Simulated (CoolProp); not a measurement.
The fluid at 298.15 K and 2.4 MPa flows at 9.6 m/s in a round tube of 12.7 mm bore and 45 µm roughness, fully developed (64/Re and Nu = 3.66 if laminar; Colebrook and Gnielinski if turbulent). The same conditions are run with several fluids, on thermodynamics alone (safety and materials aside).

Model: reference Helmholtz-energy equation of state of each fluid (ethanol: Schroeder 2014; R236FA: Pan 2012; R245fa: Akasaka 2015; R141b: Lemmon 2006; R123: Younglove 1994), in CoolProp.

```tsv
fluid	Reynolds number	Darcy friction factor	pressure drop (Pa/m)	heat-transfer coefficient (W/(m² K))	mass flow (kg/h)
ethanol	87400	0.0288	82200	12800	3450
R236FA	561000	0.0277	137000	23100	6000
R245fa	402000	0.0277	135000	22100	5890
R141b	361000	0.0278	125000	18900	5420
R123	416000	0.0277	148000	18900	6440
```

Transport values come from each fluid's own correlations; those of R236FA, R245fa, R141b are estimates that may be off by 10 % or more.
